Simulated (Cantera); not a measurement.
Feed: 1 mol Ta(OEt)5, 13 mol H2O, 10 mol H2, held at 0.00135 Torr.

Equilibrium computed with Cantera from the NASA thermochemical tables; the gas is ideal and each condensed phase is pure. Candidate condensed phases: C, C6H6, C7H8, C8H18, H2O, Ta, TaC, Ta2O5; 113 gas species. The feed counts by its element totals alone. The numbers say what is thermodynamically allowed, not how fast it happens. All values below are at 527 °C.

Base state: H2 0.718, CO 0.161, H2O 0.0621, CO2 0.0588 (mole fractions); condensed: Ta2O5(s).

Question: What changes in the equilibrium state with this change: pressure from 0.00135 Torr to 5.25 Torr?

Answer: 
| species | before | after |
|---|---|---|
| H2 | 0.718 | 0.716 |
| CO | 0.161 | 0.160 |
| H2O | 0.0621 | 0.0632 |
| CH4 | <1e-9 | 0.00143 |
| CO2 | 0.0588 | 0.0594 |
| Ta2O5(s), mol | 0.500 | 0.500 |
